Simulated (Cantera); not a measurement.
Feed: 1 mol CH3SiCl3, 0.018 mol C3H8, 22 mol H2, at 2448.15 K and 1.00 bar.

Equilibrium computed with Cantera from the NASA thermochemical tables; the gas is ideal and each condensed phase is pure. Candidate condensed phases: C, C6H6, C7H8, C8H18, Si, SiC; 109 gas species. The feed counts by its element totals alone. The tables' values for SiCl, SiCl3 are old estimates; treat these amounts as uncertain. Gases not in the tables: Si2H6 and higher silanes. The numbers say what is thermodynamically allowed, not how fast it happens.

Base state: H2 0.862, HCl 0.105, H 0.0185, SiCl2 0.00536, C2H2 (acetylene) 0.00455, Cl 0.00160, Si 0.000865, SiCl 0.000497 (mole fractions); condensed: SiC(s).

### Question
What changes in the equilibrium state with this change: 1.8 mol CH4 added?

### Answer
| species | before | after |
|---|---|---|
| H2 | 0.862 | 0.872 |
| HCl | 0.105 | 0.0949 |
| H | 0.0185 | 0.0186 |
| C2H2 (acetylene) | 0.00455 | 0.00755 |
| SiCl2 | 0.00536 | 0.00336 |
| C4H2 | 9.91e-6 | 2.69e-5 |
| SiCl3 | 3.90e-5 | 2.19e-5 |
| C2H | 6.27e-6 | 1.03e-5 |
| SiCl | 0.000497 | 0.000348 |
| CH4 | 9.50e-5 | 0.000124 |
| SiC(s), mol | 0.809 | 0.853 |
| C(graphite), mol | 0 | 1.54 |

### Question
What changes in the equilibrium state with this change: C3H8 from 0.018 to 0.33 mol?

### Answer
```csv
species,before,after
H2,0.862,0.864
HCl,0.105,0.103
H,0.0185,0.0185
C2H2 (acetylene),0.00455,0.00748
SiCl2,0.00536,0.00397
C4H2,9.91e-6,2.67e-5
C2H,6.27e-6,1.03e-5
SiCl3,3.90e-5,2.82e-5
SiCl,0.000497,0.000379
CH4,9.50e-5,0.000122
"SiC(s), mol",0.809,0.848
"C(graphite), mol",0,0.725
```
